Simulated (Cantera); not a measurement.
Input: 1 mol SiCl4, 0.013 mol C2H4, 400 mol H2, at 1200 Pa.

Equilibrium computed with Cantera from the NASA thermochemical tables; the gas is ideal and each condensed phase is pure. Candidate condensed phases: C, C6H6, C7H8, C8H18, Si, SiC; 109 gas species. Mutual solubility and eutectic melting of coexisting phases are not modelled. Gases not in the tables: Si2H6 and higher silanes. Rates play no part.

Which condensed phases are stable at each of these points (T (K)): 1023, 1173, 1323, 1473, 1623, 1773, 1923, 2073, 2223, 2373, 2523?


```
T (K)  condensed phases  Si condensed (%)
-----  ----------------  ----------------
1023     Si(s) + SiC(s)              81.4
1173     Si(s) + SiC(s)              90.8
1323     Si(s) + SiC(s)              89.9
1473     Si(s) + SiC(s)              88.6
1623     Si(s) + SiC(s)              86.6
1773     Si(l) + SiC(s)              78.5
1923     Si(l) + SiC(s)              19.6
2073           gas only               0.0
2223           gas only               0.0
2373           gas only               0.0
2523           gas only               0.0
```

From 1023 K to 1623 K the condensed part is Si(s) + SiC(s). From 1773 K to 1923 K the condensed part is Si(l) + SiC(s). From 2073 K to 2523 K nothing is condensed.
